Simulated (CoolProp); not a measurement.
Computed with CoolProp (reference Helmholtz-energy equation of state, Thol 2015).

Problem. For 1,2-dichloroethane, give the phase and the density (kg/m³), cv (kJ/(kg K)), Joule-Thomson coefficient (K/MPa), isothermal compressibility (1/MPa) at 102.75 °C and 63.8 bar; 226.85 °C and 63.8 bar.

Solution. 
- 102.75 °C and 63.8 bar: liquid; density 1140, cv 0.938, Joule-Thomson coefficient -0.303, isothermal compressibility 0.00148
- 226.85 °C and 63.8 bar: liquid; density 899, cv 1.05, Joule-Thomson coefficient 0.246, isothermal compressibility 0.00715
